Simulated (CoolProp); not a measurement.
Vapour-liquid equilibrium of propylene (1) + dimethyl ether (2) at 0.00448 MPa; x and y are mole fractions of (1).

The numbers come from the multi-fluid Helmholtz-energy mixture model, Lemmon 2013 and Wu 2011; pair parameters Bell 2016 in CoolProp.

| x | bubble temperature (K) | y at the bubble point | dew temperature at overall composition x (K) | liquid density (mol/L) |
|---|---|---|---|---|
| 0.05 | 191.6 | 0.245 | 194.0 | 17.45 |
| 0.15 | 187.2 | 0.525 | 192.8 | 17.34 |
| 0.25 | 184.1 | 0.672 | 191.5 | [?] |
| 0.35 | 181.9 | [?] | [?] | [?] |
| 0.45 | 180.2 | 0.821 | 188.5 | 16.86 |
| 0.55 | 178.8 | 0.864 | 186.7 | 16.69 |
| 0.65 | [?] | 0.899 | 184.6 | 16.51 |
| 0.75 | [?] | 0.929 | [?] | 16.34 |
| 0.85 | 175.8 | 0.957 | 179.3 | 16.17 |
| 0.95 | 174.9 | [?] | 176.0 | 16.01 |

Some entries are withheld; supply them.


- 0.25, liquid density (mol/L): 17.19
- 0.35, y at the bubble point: 0.761
- 0.35, dew temperature at overall composition x (K): 190.1
- 0.35, liquid density (mol/L): 17.03
- 0.65, bubble temperature (K): 177.7
- 0.75, bubble temperature (K): 176.7
- 0.75, dew temperature at overall composition x (K): 182.2
- 0.95, y at the bubble point: 0.985

No azeotrope shows between x = 0.05 and 0.95.

The pair parameters rest on a limited set of measurements; away from them the model extrapolates.
